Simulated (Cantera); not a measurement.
A closed system holds: 1 mol FeS, 43 mol H2, 0.58 mol N2, held at 0.133 bar.

Cantera equilibrium calculation (NASA polynomials, part measured and part estimated; ideal gas, pure solids and liquids). Candidate condensed phases: Fe, FeS, FeS2, S; 16 gas species. Metal and sulfide melt together well below either melting point, which pure phases cannot show. Mutual solubility and eutectic melting of coexisting phases are not modelled. FeS: taken at fixed stoichiometry. Gases not in the tables: S3 to S7. Rates play no part.

### Question
What share of the Fe ends up in condensed phases as a function of T (°C), at 650, 800, 950, 1100, 1250, 1400, 1550, 1700, 1850, 2000?

### Answer
| T (°C) | Fe condensed (%) | as |
|---|---|---|
| 650 | 100.0 | Fe(α) + FeS(s) |
| 800 | 100.0 | Fe(α) + FeS(s) |
| 950 | 100.0 | Fe(γ) + FeS(s) |
| 1100 | 100.0 | Fe(γ) + FeS(s) |
| 1250 | 100.0 | Fe(γ) + FeS(l) |
| 1400 | 99.9 | Fe(δ) + FeS(l) |
| 1550 | 98.7 | Fe(l) |
| 1700 | 91.2 | Fe(l) |
| 1850 | 55.4 | Fe(l) |
| 2000 | 0.0 | - |
